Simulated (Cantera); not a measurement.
An isothermal, constant-pressure homogeneous reactor starts with 2.27 % CH4, 2.94 % O2, 94.8 % N2, equivalence ratio 1.5, at 1050 K and 653 Torr.

Model: GRI-Mech 3.0 (53 species, 325 reactions), integrated in Cantera. The temperature is held fixed by assumption; the heat of reaction is taken as removed at once.

**Question.** Predict: x(CH4) at 10.0 s; x(O2) at 10.0 s; x(O) at 10.0 s; x(H2O) at 10.0 s; x(HO2) at 10.0 s; x(C2H2) at 10.0 s.

**Answer.** 
```json
{
 "x(CH4) at 10.0 s": "0.00150 (gas-phase equilibrium 3.41e-8)",
 "x(O2) at 10.0 s": "0.000404 (gas-phase equilibrium <1e-12)",
 "x(O) at 10.0 s": "1.99e-9 (gas-phase equilibrium <1e-12)",
 "x(H2O) at 10.0 s": "0.0321 (gas-phase equilibrium 0.0230)",
 "x(HO2) at 10.0 s": "9.99e-8 (gas-phase equilibrium <1e-12)",
 "x(C2H2) at 10.0 s": "1.75e-5 (gas-phase equilibrium <1e-12)"
}
```
